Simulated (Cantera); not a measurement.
A closed system holds: 1 mol Si, 0.79 mol HCl, 11 mol H₂, held at 650 K and 0.440 bar.

These are equilibrium values from Cantera (NASA tables, ideal gas, pure condensed phases), not measurements of a reactor. Candidate condensed phases: Si; 19 gas species. The numbers say what is thermodynamically allowed, not how fast it happens.

**Question.** What is the equilibrium state?

**Answer.** 
- x(H₂): 0.980
- x(SiCl₄): 0.00967
- x(SiHCl₃): 0.00949
- x(SiH₂Cl₂): 0.000540
- x(HCl): 8.12e-5
- x(SiH₃Cl): 6.31e-6
- n(Si(s)): 0.772 mol
- gas amount: 11.56 mol
